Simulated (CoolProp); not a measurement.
Vapour pressure (bar) of R1336mzz(Z): the reference equation beside estimates from Tc = 171.3 °C, pc = 29.04 bar, ω = 0.386. Clausius-Clapeyron is anchored at -14.95 °C with a constant enthalpy of vaporisation of 30.47 kJ/mol.

Model: reference Helmholtz-energy equation of state, McLinden 2020, in CoolProp.

```csv
T (°C),reference,Lee-Kesler,Clausius-Clapeyron,van der Waals,Redlich-Kwong,Soave-Redlich-Kwong,Peng-Robinson
-31.85,0.04100,0.03958,0.04214,1.380,0.1913,0.04034,0.04304
-23.35,0.07000,0.06786,0.07065,1.710,0.2888,0.06890,0.07261
-14.95,0.1139,0.1109,0.1139,2.087,0.4196,0.1122,0.1170
-6.55,0.1785,0.1747,0.1781,2.517,0.5922,0.1761,___
1.95,0.2718,0.2673,0.2724,3.010,0.8175,0.2688,0.2754
10.35,0.3997,0.3950,0.4042,3.557,1.098,0.3962,0.4031
18.75,0.5722,0.5679,0.5864,___,1.446,0.5686,0.5751
27.25,0.8028,0.7998,0.8365,___,1.874,0.7998,0.8046
35.65,1.097,1.097,1.166,5.599,2.381,1.096,1.098
44.05,1.471,1.474,1.596,6.417,2.981,1.473,1.470
52.55,1.943,1.952,2.158,7.320,3.691,1.951,1.941
60.95,2.517,2.532,2.864,8.288,4.504,2.534,___
69.35,3.214,3.236,3.748,9.336,5.434,3.243,3.210
77.85,4.060,4.089,4.857,10.48,6.505,4.105,4.058
86.25,5.053,5.088,6.199,11.69,7.698,5.120,5.055
```

### Question
What belongs in the gaps?

### Answer

- -6.55, Peng-Robinson: 0.1820
- 18.75, van der Waals: 4.168
- 27.25, van der Waals: 4.853
- 60.95, Peng-Robinson: 2.514

Absolute difference from the reference over all 15 rows, mean and median: Lee-Kesler 1.2 and 0.7 %, Clausius-Clapeyron 7.4 and 4.2 %, van der Waals 887.6 and 504.5 %, Redlich-Kwong 160.7 and 133.4 %, Soave-Redlich-Kwong 0.9 and 0.9 %, Peng-Robinson 1.1 and 0.2 %.
